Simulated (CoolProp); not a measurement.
2000 sccm (0 °C, 1 atm) of nitrogen bubbles through liquid ethanol at 310 K and leaves saturated at a total pressure of 0.15 MPa (ideal gas phase). Each further row changes one setting.

Computed with CoolProp (reference Helmholtz-energy equation of state, Schroeder 2014).

```tsv
case	vapour pressure (kPa)	mole fraction of vapour	delivery (mg/min)	delivery (sccm)	change of delivery for a bath 1 K warmer (%)
as stated	15.2	0.101	…	…	6.0
bath temperature 315 K	19.7	…	…	302	6.0
total pressure 0.3 MPa	15.2	0.0506	219	107	5.7
```

Fill in the missing entries.


- as stated, delivery (mg/min): 462
- as stated, delivery (sccm): 225
- bath temperature 315 K, mole fraction of vapour: 0.131
- bath temperature 315 K, delivery (mg/min): 620
